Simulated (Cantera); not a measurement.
Charge: 1 mol toluene, 0.72 mol NH₃, 5.4 mol H₂, at 750 K.

Cantera equilibrium calculation (NASA polynomials, part measured and part estimated; ideal gas, pure solids and liquids). Candidate condensed phases: C, C₆H₆, C₇H₈, C₈H₁₈; 92 gas species. The ideal-gas law is rough above about 30 bar. Equilibrium is a limit: real reactors are often held back by kinetics, nucleation or transport.

log p: log10 of the partial pressure in bar; n: condensed amount in mol.

```csv
P (Pa),log p H₂,log p CH₄,log p N₂,log p NH₃,log p C₂H₆,log p C₃H₈,log p C₂H₄,n C(graphite)
10,-4.01,-7.53,-5.48,-11.05,<-16,<-16,-14.95,7.00
46,-3.35,-6.20,-4.82,-9.73,-14.06,<-15,-13.63,6.99
220,-2.68,-4.85,-4.13,-8.37,-12.03,<-14,-12.27,6.93
1000,-2.03,-3.55,-3.47,-7.07,-10.08,<-14,-10.98,6.70
4600,-1.40,-2.31,-2.77,-5.79,-8.22,<-13,-9.73,…
22000,-0.84,-1.18,-2.02,-4.56,-6.52,-11.09,-8.60,…
100000,-0.39,-0.27,-1.29,-3.52,-5.16,-9.28,-7.70,…
460000,0.01,0.52,-0.58,-2.57,-3.98,-7.70,-6.91,…
2200000,0.38,1.26,0.12,-1.66,-2.86,-6.22,-6.16,…
10000000,0.72,1.95,0.79,-0.81,-1.84,-4.85,-5.48,…
```

Task: What belongs in the gaps?

Result: 
- 4600, n C(graphite): 5.95
- 22000, n C(graphite): 4.49
- 100000, n C(graphite): 3.21
- 460000, n C(graphite): 2.46
- 2200000, n C(graphite): 2.09
- 10000000, n C(graphite): 1.92
